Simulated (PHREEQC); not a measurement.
A column of 0.1 m (40 cells, dispersivity 0.005 m, 3600 s a shift, diffusion coefficient 3e-10 m²/s) holds 0.011 eq of the database's cation exchanger X per kg of pore water, first in equilibrium with 0.077 mol/kgw CaCl2, 0.0015 mol/kgw MgCl2 and 1e-05 mol/kgw HCl. It is flushed with 0.0034 mol MgSO4, 0.00092 mol NaCl, 0.022 mol KCl and 1e-05 mol HCl per kg of water, at 25 °C. Values are for the last cell. The system is closed to CO2. Precipitation was switched off in this run.

Equilibrium calculation in PHREEQC: ion-association model, phreeqc.dat.

```json
[
 {"pore volumes": "0", "K in solution (mol/kgw)": "0", "S in solution (mol/kgw)": "0", "Na in solution (mol/kgw)": "0", "Ca in solution (mol/kgw)": "0.0770", "Cl in solution (mol/kgw)": "0.157", "CaX2 on the exchanger (mol/kgw)": "0.00543", "KX on the exchanger (mol/kgw)": "0"},
 {"pore volumes": "0.2125", "K in solution (mol/kgw)": "1.87e-10", "S in solution (mol/kgw)": "1.54e-10", "Na in solution (mol/kgw)": "2.98e-11", "Ca in solution (mol/kgw)": "0.0770", "Cl in solution (mol/kgw)": "0.157", "CaX2 on the exchanger (mol/kgw)": "0.00543", "KX on the exchanger (mol/kgw)": "1.47e-11"},
 {"pore volumes": "0.3125", "K in solution (mol/kgw)": "8.13e-7", "S in solution (mol/kgw)": "3.68e-7", "Na in solution (mol/kgw)": "8.03e-8", "Ca in solution (mol/kgw)": "0.0770", "Cl in solution (mol/kgw)": "0.157", "CaX2 on the exchanger (mol/kgw)": "0.00543", "KX on the exchanger (mol/kgw)": "6.39e-8"},
 {"pore volumes": "0.4125", "K in solution (mol/kgw)": "3.53e-5", "S in solution (mol/kgw)": "1.22e-5", "Na in solution (mol/kgw)": "2.80e-6", "Ca in solution (mol/kgw)": "0.0768", "Cl in solution (mol/kgw)": "0.157", "CaX2 on the exchanger (mol/kgw)": "0.00543", "KX on the exchanger (mol/kgw)": "2.78e-6"},
 {"pore volumes": "0.6125", "K in solution (mol/kgw)": "0.00107", "S in solution (mol/kgw)": "0.000287", "Na in solution (mol/kgw)": "6.96e-5", "Ca in solution (mol/kgw)": "0.0710", "Cl in solution (mol/kgw)": "0.146", "CaX2 on the exchanger (mol/kgw)": "0.00538", "KX on the exchanger (mol/kgw)": "8.76e-5"},
 {"pore volumes": "0.8125", "K in solution (mol/kgw)": "0.00447", "S in solution (mol/kgw)": "0.00107", "Na in solution (mol/kgw)": "0.000265", "Ca in solution (mol/kgw)": "0.0544", "Cl in solution (mol/kgw)": "0.115", "CaX2 on the exchanger (mol/kgw)": "0.00519", "KX on the exchanger (mol/kgw)": "0.000410"},
 {"pore volumes": "0.9125", "K in solution (mol/kgw)": "0.00665", "S in solution (mol/kgw)": "0.00153", "Na in solution (mol/kgw)": "0.000383", "Ca in solution (mol/kgw)": "0.0444", "Cl in solution (mol/kgw)": "0.0965", "CaX2 on the exchanger (mol/kgw)": "0.00503", "KX on the exchanger (mol/kgw)": "0.000666"},
 {"pore volumes": "1.012", "K in solution (mol/kgw)": "0.00877", "S in solution (mol/kgw)": "0.00197", "Na in solution (mol/kgw)": "0.000495", "Ca in solution (mol/kgw)": "0.0351", "Cl in solution (mol/kgw)": "0.0794", "CaX2 on the exchanger (mol/kgw)": "0.00484", "KX on the exchanger (mol/kgw)": "0.000973"},
 {"pore volumes": "1.212", "K in solution (mol/kgw)": "0.0123", "S in solution (mol/kgw)": "0.00264", "Na in solution (mol/kgw)": "0.000669", "Ca in solution (mol/kgw)": "0.0206", "Cl in solution (mol/kgw)": "0.0530", "CaX2 on the exchanger (mol/kgw)": "0.00437", "KX on the exchanger (mol/kgw)": "0.00170"},
 {"pore volumes": "1.413", "K in solution (mol/kgw)": "0.0147", "S in solution (mol/kgw)": "0.00303", "Na in solution (mol/kgw)": "0.000777", "Ca in solution (mol/kgw)": "0.0119", "Cl in solution (mol/kgw)": "0.0375", "CaX2 on the exchanger (mol/kgw)": "0.00381", "KX on the exchanger (mol/kgw)": "0.00254"},
 {"pore volumes": "1.512", "K in solution (mol/kgw)": "0.0157", "S in solution (mol/kgw)": "0.00315", "Na in solution (mol/kgw)": "0.000812", "Ca in solution (mol/kgw)": "0.00920", "Cl in solution (mol/kgw)": "0.0328", "CaX2 on the exchanger (mol/kgw)": "0.00351", "KX on the exchanger (mol/kgw)": "0.00297"},
 {"pore volumes": "1.613", "K in solution (mol/kgw)": "0.0165", "S in solution (mol/kgw)": "0.00323", "Na in solution (mol/kgw)": "0.000838", "Ca in solution (mol/kgw)": "0.00719", "Cl in solution (mol/kgw)": "0.0295", "CaX2 on the exchanger (mol/kgw)": "0.00321", "KX on the exchanger (mol/kgw)": "0.00339"},
 {"pore volumes": "1.812", "K in solution (mol/kgw)": "0.0179", "S in solution (mol/kgw)": "0.00333", "Na in solution (mol/kgw)": "0.000872", "Ca in solution (mol/kgw)": "0.00460", "Cl in solution (mol/kgw)": "0.0258", "CaX2 on the exchanger (mol/kgw)": "0.00262", "KX on the exchanger (mol/kgw)": "0.00417"},
 {"pore volumes": "2.013", "K in solution (mol/kgw)": "0.0190", "S in solution (mol/kgw)": "0.00337", "Na in solution (mol/kgw)": "0.000891", "Ca in solution (mol/kgw)": "0.00310", "Cl in solution (mol/kgw)": "0.0241", "CaX2 on the exchanger (mol/kgw)": "0.00208", "KX on the exchanger (mol/kgw)": "0.00484"},
 {"pore volumes": "2.112", "K in solution (mol/kgw)": "0.0195", "S in solution (mol/kgw)": "0.00338", "Na in solution (mol/kgw)": "0.000898", "Ca in solution (mol/kgw)": "0.00257", "Cl in solution (mol/kgw)": "0.0237", "CaX2 on the exchanger (mol/kgw)": "0.00184", "KX on the exchanger (mol/kgw)": "0.00512"},
 {"pore volumes": "2.212", "K in solution (mol/kgw)": "0.0199", "S in solution (mol/kgw)": "0.00339", "Na in solution (mol/kgw)": "0.000903", "Ca in solution (mol/kgw)": "0.00215", "Cl in solution (mol/kgw)": "0.0234", "CaX2 on the exchanger (mol/kgw)": "0.00162", "KX on the exchanger (mol/kgw)": "0.00537"},
 {"pore volumes": "2.413", "K in solution (mol/kgw)": "0.0205", "S in solution (mol/kgw)": "0.00339", "Na in solution (mol/kgw)": "0.000909", "Ca in solution (mol/kgw)": "0.00152", "Cl in solution (mol/kgw)": "0.0231", "CaX2 on the exchanger (mol/kgw)": "0.00124", "KX on the exchanger (mol/kgw)": "0.00577"},
 {"pore volumes": "2.612", "K in solution (mol/kgw)": "0.0210", "S in solution (mol/kgw)": "0.00340", "Na in solution (mol/kgw)": "0.000913", "Ca in solution (mol/kgw)": "0.00108", "Cl in solution (mol/kgw)": "0.0230", "CaX2 on the exchanger (mol/kgw)": "0.000931", "KX on the exchanger (mol/kgw)": "0.00607"},
 {"pore volumes": "2.712", "K in solution (mol/kgw)": "0.0212", "S in solution (mol/kgw)": "0.00340", "Na in solution (mol/kgw)": "0.000915", "Ca in solution (mol/kgw)": "0.000907", "Cl in solution (mol/kgw)": "0.0230", "CaX2 on the exchanger (mol/kgw)": "0.000802", "KX on the exchanger (mol/kgw)": "0.00619"},
 {"pore volumes": "2.812", "K in solution (mol/kgw)": "0.0213", "S in solution (mol/kgw)": "0.00340", "Na in solution (mol/kgw)": "0.000916", "Ca in solution (mol/kgw)": "0.000763", "Cl in solution (mol/kgw)": "0.0230", "CaX2 on the exchanger (mol/kgw)": "0.000687", "KX on the exchanger (mol/kgw)": "0.00629"},
 {"pore volumes": "3.013", "K in solution (mol/kgw)": "0.0215", "S in solution (mol/kgw)": "0.00340", "Na in solution (mol/kgw)": "0.000917", "Ca in solution (mol/kgw)": "0.000539", "Cl in solution (mol/kgw)": "0.0229", "CaX2 on the exchanger (mol/kgw)": "0.000500", "KX on the exchanger (mol/kgw)": "0.00645"}
]
```
